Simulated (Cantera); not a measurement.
Feed: 1 mol Fe, 0.019 mol HCl, 2.2 mol N2, equilibrated at 923 K and 0.0270 bar.

Equilibrium computed with Cantera from the NASA thermochemical tables; the gas is ideal and each condensed phase is pure. Candidate condensed phases: Fe, FeCl2, FeCl3, NH4Cl; 18 gas species. Kinetics and transport are ignored.

Q: What is the equilibrium state?

A: 
| Item | Result |
|---|---|
| x(N2) | 0.991 |
| x(HCl) | 0.00509 |
| x(H2) | 0.00174 |
| x(FeCl2) | 0.00173 |
| x(Fe2Cl4) | 3.87e-6 |
| n(Fe(α)) | 0.996 mol |
| gas amount | 2.219 mol |
| log10 activity of FeCl2(s) (absent) | -1.94 |
